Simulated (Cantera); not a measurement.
Charge: 1 mol Pb, a varied amount of H2O, 14 mol N2, held at 848 K and 1.70 mbar.

Method: chemical equilibrium by Gibbs-energy minimisation in Cantera with the NASA 1993 tables (ideal gas, pure condensed phases). Candidate condensed phases: H2O, Pb, PbO, PbO2, Pb3O4; 27 gas species. Equilibrium is a limit: real reactors are often held back by kinetics, nucleation or transport.

**Question.** At 27 mol H2O, list the 4 most abundant gas species with their mole fractions, and the condensed phases.

**Answer.** H2O 0.658, N2 0.341, Pb 0.000176, H2 5.23e-5. Condensed: Pb(l) + PbO(yellow).
